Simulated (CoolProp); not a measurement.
Saturation properties of R1233zd(E).

Values from CoolProp's reference Helmholtz-energy equation of state, Akasaka 2022.

```tsv
T (°C)	p (MPa)	liquid density (kg/m³)	enthalpy of vaporisation (kJ/kg)	liquid cp (kJ/(kg K))	vapour Z
-31.25	0.009955	1390	216.7	1.080	0.9926
-19.35	0.01923	1364	211.5	1.101	0.9879
-7.45	0.03462	1338	206.2	1.122	0.9812
4.45	0.05874	1311	200.8	1.145	0.9722
16.45	0.09507	1283	195.1	1.168	0.9605
28.35	0.1467	1255	189.2	1.193	0.9460
40.25	0.2178	1225	183.0	1.220	0.9283
52.15	0.3131	1194	176.3	1.248	0.9072
64.05	0.4373	1162	169.1	1.280	0.8824
75.95	0.5958	1127	161.2	1.316	0.8535
87.95	0.7960	1090	152.5	1.357	0.8199
99.85	1.041	1050	142.9	1.408	0.7815
111.75	1.338	1006	131.9	1.473	0.7373
123.65	1.695	956.8	119.3	1.566	0.6859
135.55	2.120	898.7	104.2	1.718	0.6248
```

It boils at 18.1 °C under 1 atm.
